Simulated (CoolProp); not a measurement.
Values from CoolProp's reference Helmholtz-energy equation of state, Lemmon 2006. It is a short technical equation, of lower accuracy than the large ones.

Task: For neopentane, give the phase and the cp (kJ/(kg K)), isothermal compressibility (1/MPa), fugacity coefficient at 105.65 °C and 0.445 MPa.

Result: 
- 105.65 °C and 0.445 MPa: gas; cp 2.14, isothermal compressibility 2.45, fugacity coefficient 0.928
